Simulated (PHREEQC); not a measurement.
Buffer: speciation

Solution (25 °C): 0.059 mol NaHSO4 and 0.012 mol K2HPO4 per kg of water. Closed to the air; pH follows from the charge balance.

Computed with PHREEQC (ion-association model, phreeqc.dat).

Each row changes one thing in this solution. Precipitation was switched off in this run.

```csv
case,pH,ionic strength (mol/kgw),Na+ (mol/kgw),SO4-2 (mol/kgw),K+ (mol/kgw),HSO4- (mol/kgw)
as made,1.83,0.129,0.0559,0.0329,0.0223,0.0212
NaHSO4 from 0.059 to 0.0059 mol/kgw,6.98,0.0406,0.00579,___,___,3.25e-8
K2HPO4 from 0.012 to 0.0012 mol/kgw,1.63,___,___,0.0275,___,0.0286
0.0037 mol/kgw H3PO4 added,1.81,0.130,0.0559,0.0325,0.0223,0.0218
temperature from 25 to 65 °C,2.02,0.115,0.0560,0.0258,0.0217,0.0279
```

Task: What belongs in the gaps?

Result: 
- NaHSO4 from 0.059 to 0.0059 mol/kgw, SO4-2 (mol/kgw): 0.00540
- NaHSO4 from 0.059 to 0.0059 mol/kgw, K+ (mol/kgw): 0.0234
- K2HPO4 from 0.012 to 0.0012 mol/kgw, ionic strength (mol/kgw): 0.114
- K2HPO4 from 0.012 to 0.0012 mol/kgw, Na+ (mol/kgw): 0.0563
- K2HPO4 from 0.012 to 0.0012 mol/kgw, K+ (mol/kgw): 0.00225

At this temperature some constants are extrapolated from 25 °C, and those without enthalpy data are left unchanged.
